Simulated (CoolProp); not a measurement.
Aqueous potassium acetate as a coolant, at 37 °C, 1 atm.

Model: Melinder's fits for secondary coolants, in CoolProp.

```json
[
 {"mass %": "4", "freezing point (°C)": "-1.5", "Prandtl number": "5.02", "conductivity (W/(m K))": "0.611", "viscosity (mPa s)": "0.761", "density (kg/m³)": "1017"},
 {"mass %": "7", "freezing point (°C)": "-3.0", "Prandtl number": "5.39", "conductivity (W/(m K))": "0.600", "viscosity (mPa s)": "0.823", "density (kg/m³)": "1031"},
 {"mass %": "10", "freezing point (°C)": "-4.5", "Prandtl number": "5.79", "conductivity (W/(m K))": "0.590", "viscosity (mPa s)": "0.890", "density (kg/m³)": "1045"},
 {"mass %": "13", "freezing point (°C)": "-6.3", "Prandtl number": "6.22", "conductivity (W/(m K))": "0.579", "viscosity (mPa s)": "0.963", "density (kg/m³)": "1059"},
 {"mass %": "16", "freezing point (°C)": "-8.2", "Prandtl number": "6.69", "conductivity (W/(m K))": "0.569", "viscosity (mPa s)": "1.04", "density (kg/m³)": "1074"},
 {"mass %": "19.1", "freezing point (°C)": "-10.5", "Prandtl number": "7.23", "conductivity (W/(m K))": "0.558", "viscosity (mPa s)": "1.13", "density (kg/m³)": "1090"},
 {"mass %": "22.1", "freezing point (°C)": "-13.1", "Prandtl number": "7.81", "conductivity (W/(m K))": "0.548", "viscosity (mPa s)": "1.23", "density (kg/m³)": "1106"},
 {"mass %": "25.1", "freezing point (°C)": "-16.3", "Prandtl number": "8.46", "conductivity (W/(m K))": "0.538", "viscosity (mPa s)": "1.34", "density (kg/m³)": "1122"},
 {"mass %": "28.1", "freezing point (°C)": "-20.2", "Prandtl number": "9.23", "conductivity (W/(m K))": "0.528", "viscosity (mPa s)": "1.47", "density (kg/m³)": "1139"},
 {"mass %": "31.1", "freezing point (°C)": "-24.9", "Prandtl number": "10.1", "conductivity (W/(m K))": "0.518", "viscosity (mPa s)": "1.62", "density (kg/m³)": "1156"},
 {"mass %": "34.1", "freezing point (°C)": "-30.2", "Prandtl number": "11.2", "conductivity (W/(m K))": "0.508", "viscosity (mPa s)": "1.80", "density (kg/m³)": "1173"}
]
```
